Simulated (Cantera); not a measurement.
What does this Cantera script print?

```python
import numpy as np
import cantera as ct

gas_names = """
    AL ALBr ALBr3 AL2 AL2Br6 Br Br2
""".split()
cond_names = """
    AL(cr) AL(L) ALBr3(s) ALBr3(L) Br2(cr) Br2(L)
""".split()


# ... load() reads the species with a 1 bar reference pressure and builds the phases ...
atoms = {
    'Al': {'AL': 1},
    'Br2': {'Br': 2},
}
top_T = {}  # K; cautious upper limits of use, not melting points


# ... equilibrate(T, P, feed) seeds the gas with the atoms and calls Mixture.equilibrate('TP', solver="vcs", rtol=1e-11, max_steps=5000) ...
results = []
feed = {'Al': 1, 'Br2': 1.4}  # mol
P = 26  # Pa
for T in [650, 700, 750, 800, 850, 900, 950, 1000, 1050, 1100, 1150, 1200, 1250]:
    mix = equilibrate(T, P, feed)
    results.append((T, P, feed, dict(zip(mix.species_names, mix.species_moles))))

top = {s: max(r[3][s] / sum(r[3][g] for g in gas_names) for r in results) for s in gas_names}
cols = sorted((s for s in top if top[s] > 0.001), key=lambda s: -top[s])[:9]
seen = [c for c in cond_names if any(r[3].get(c, 0) > 1e-12 for r in results)]
print("log10 of partial pressures in bar; condensed amounts in mol")
print(f"{'T/K':>10s}" + "".join(f"{s[:9]:>10s}" for s in cols + seen))
for T, P, feed, n in results:
    ng = sum(n[g] for g in gas_names)
    print(f"{T:10.4g}" + "".join(f"{np.log10(max(n[s] / ng * P / 1e5, 1e-99)):10.3f}" for s in cols)
          + "".join(f"{n.get(c, 0):10.4g}" for c in seen))
```

Output:

```
log10 of partial pressures in bar; condensed amounts in mol
       T/K     ALBr3      ALBr    AL2Br6    AL(cr)
       650    -3.590    -8.107    -5.544   0.06665
       700    -3.586    -7.246    -6.168   0.06653
       750    -3.586    -6.502    -6.710   0.06591
       800    -3.587    -5.854    -7.185   0.06331
       850    -3.594    -5.287    -7.610   0.05413
       900    -3.613    -4.788    -8.013   0.02601
       950    -3.631    -4.585    -8.371         0
      1000    -3.631    -4.585    -8.660         0
      1050    -3.631    -4.585    -8.919         0
      1100    -3.631    -4.585    -9.152         0
      1150    -3.631    -4.585    -9.364         0
      1200    -3.631    -4.585    -9.556         0
      1250    -3.631    -4.584    -9.732         0
```

These are equilibrium values from Cantera (NASA tables, ideal gas, pure condensed phases), not measurements of a reactor.
